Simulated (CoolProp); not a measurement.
Vapour-liquid equilibrium of CHF3 (R23) (1) + R152A (2) at 267.8 K; x and y are mole fractions of (1).

Values from CoolProp's multi-fluid Helmholtz-energy mixture model, Penoncello 2003 and Outcalt 1996; pair parameters Bell 2016.

```
x     bubble pressure, mixture model (MPa)  bubble pressure, Raoult's law (MPa)  y, mixture model  y, Raoult's law
----  ------------------------------------  -----------------------------------  ----------------  ---------------
0.05                                0.2897                               0.3137             0.271            0.343
0.15                                0.4432                               0.5073             0.554            0.637
0.25                                0.6068                               0.7009             0.699            0.768
0.35                                0.7797                               0.8944             0.786            0.842
0.45                                0.9615                                1.088             0.845            0.890
0.55                                 1.152                                1.282             0.888            0.924
0.65                                 1.351                                1.475             0.920            0.949
0.75                                 1.560                                1.669             0.946            0.968
0.85                                 1.781                                1.862             0.969            0.983
0.95                                 2.021                                2.056             0.990            0.995
```

The largest gap from Raoult's law is -13.4 % in bubble pressure, at x = 0.25. No azeotrope shows between x = 0.05 and 0.95.

Pair parameters are fitted to limited data, so mixtures are less certain than the pure fluids.
